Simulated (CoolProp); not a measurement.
Carbonyl sulfide along the isobar 0.438 MPa: Z from the reference equation and from simpler models built on Tc = 378.8 K, pc = 6.369 MPa, ω = 0.098; each cubic takes its own stable root.

The numbers come from the reference Helmholtz-energy equation of state, Lemmon 2006 in CoolProp. It is a short technical equation, of lower accuracy than the large ones.

```tsv
T (K)	phase	reference
245.2	liquid	0.01147
254.2	liquid	0.01127
263.3	gas	0.9241
272.3	gas	0.9324
281.4	gas	0.9395
290.4	gas	0.9455
299.5	gas	0.9507
308.5	gas	0.9552
317.6	gas	0.9592
326.6	gas	0.9627
335.7	gas	0.9658
344.8	gas	0.9686
353.8	gas	0.9710
```

Problem. How far does each simpler model (van der Waals, Redlich-Kwong, Soave-Redlich-Kwong, Peng-Robinson) lie from the reference over these 13 states: mean and median of the absolute difference, and the worst?

Solution. 
- van der Waals: mean 1262.0 %, median 1.3 %, worst +8290.4 % at 254.2 K and 0.438 MPa
- Redlich-Kwong: mean 1.2 %, median 0.2 %, worst +6.7 % at 254.2 K and 0.438 MPa
- Soave-Redlich-Kwong: mean 1.0 %, median 0.1 %, worst +5.9 % at 254.2 K and 0.438 MPa
- Peng-Robinson: mean 1.2 %, median 0.3 %, worst -6.6 % at 245.2 K and 0.438 MPa

At some of these states van der Waals gives the other phase, because its saturation line lies elsewhere.
